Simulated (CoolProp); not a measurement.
Properties of R1224YDZ along the isobar 0.262 MPa (Tc = 428.7 K, pc = 3.334 MPa, ω = 0.325).

Model: reference Helmholtz-energy equation of state, Akasaka 2023, in CoolProp.

| T (K) | phase | density (kg/m³) | cv (kJ/(kg K)) | isothermal compressibility (1/MPa) | expansivity (1/kK) |
|---|---|---|---|---|---|
| 277.9 | liquid | 1415 | 0.7869 | 0.002062 | 1.842 |
| 295.7 | liquid | 1367 | 0.8111 | 0.002624 | 2.009 |
| 313.4 | liquid | 1317 | 0.8355 | 0.003433 | 2.238 |
| 331.2 | gas | 15.24 | 0.7923 | 4.144 | 4.023 |
| 348.9 | gas | 14.26 | 0.8106 | 4.072 | 3.581 |
| 366.7 | gas | 13.42 | 0.8320 | 4.022 | 3.258 |
| 384.4 | gas | 12.69 | 0.8544 | 3.986 | 3.011 |
| 402.2 | gas | 12.05 | 0.8771 | 3.958 | 2.810 |
| 419.9 | gas | 11.49 | 0.8992 | 3.937 | 2.643 |
| 437.7 | gas | 10.97 | 0.9206 | 3.919 | 2.499 |
| 455.4 | gas | 10.51 | 0.9411 | 3.905 | 2.375 |
| 473.1 | gas | 10.09 | 0.9605 | 3.893 | 2.265 |
